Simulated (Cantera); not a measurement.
A closed system holds: 1 mol CCl₄, 6.9 mol H₂, 0.58 mol HCl, equilibrated at 1.33 mbar.

Equilibrium computed with Cantera from the NASA thermochemical tables; the gas is ideal and each condensed phase is pure. Candidate condensed phases: C, C₆H₆, C₇H₈, C₈H₁₈; 91 gas species. The numbers say what is thermodynamically allowed, not how fast it happens.

Question: At 1498 K, list the 4 most abundant gas species with their mole fractions, and the condensed phases.

Answer: H₂ 0.517, HCl 0.483, H 0.000338, Cl 0.000255. Condensed: C(graphite).
